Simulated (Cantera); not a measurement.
Predominance diagram of Pb at 402 °C against the partial pressures of S2 and F2 (log10, bar). Source: NASA polynomial tables (part measured, part estimated), evaluated in Cantera. Candidates: Pb(l), PbF2(s), PbS(s). Only these pure phases compete in this equilibrium. 

```
log p(F2) \ log p(S2)
        columns: -26, -24.6, -23.1, -21.7, -20.2, -18.8, -17.3, -15.9, -14.4, -13, -11.6, -10.1, -8.7, -7.2, -5.8, -4.3, -2.9, -1.4, 0
      0  A A A A A A A A A A A A A A A A A A A
   -2.8  A A A A A A A A A A A A A A A A A A A
   -5.6  A A A A A A A A A A A A A A A A A A A
   -8.4  A A A A A A A A A A A A A A A A A A A
  -11.1  A A A A A A A A A A A A A A A A A A A
  -13.9  A A A A A A A A A A A A A A A A A A A
  -16.7  A A A A A A A A A A A A A A A A A A A
  -19.5  A A A A A A A A A A A A A A A A A A A
  -22.3  A A A A A A A A A A A A A A A A A A A
  -25.1  A A A A A A A A A A A A A A A A A A A
  -27.9  A A A A A A A A A A A A A A A A A A A
  -30.6  A A A A A A A A A A A A A A A A A A A
  -33.4  A A A A A A A A A A A A A A A A A A A
  -36.2  B B B B B B B B B B B B B B B B B A A
    -39  B B B B B B B B B B B B B B B C C A A
```

A: out of reach (another gas would pass 10 bar, or a non-metal would condense); B: PbF2(s); C: PbS(s).
